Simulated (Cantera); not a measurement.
A closed system holds: 1 mol CH₃OH, 2.5 mol H₂O, 1.4 mol N₂, held at 1400 °C and 7.50 Torr.

Cantera equilibrium calculation (NASA polynomials, part measured and part estimated; ideal gas, pure solids and liquids). Candidate condensed phases: C, C₆H₆, C₇H₈, C₈H₁₈, H₂O; 136 gas species. Rates play no part.

Base state: H₂O 0.328, H₂ 0.323, N₂ 0.203, CO 0.111, CO₂ 0.0340, H 0.000648, OH 3.16e-5 (mole fractions); condensed: gas only.

Q: What changes in the equilibrium state with this change: H₂O from 2.5 to 0.078 mol?

A: 
```tsv
species	before	after
H₂	0.323	0.448
N₂	0.203	0.313
CO	0.111	0.221
H₂O	0.328	0.0152
CO₂	0.0340	0.00226
OH	3.16e-5	1.24e-6
H	0.000648	0.000763
```
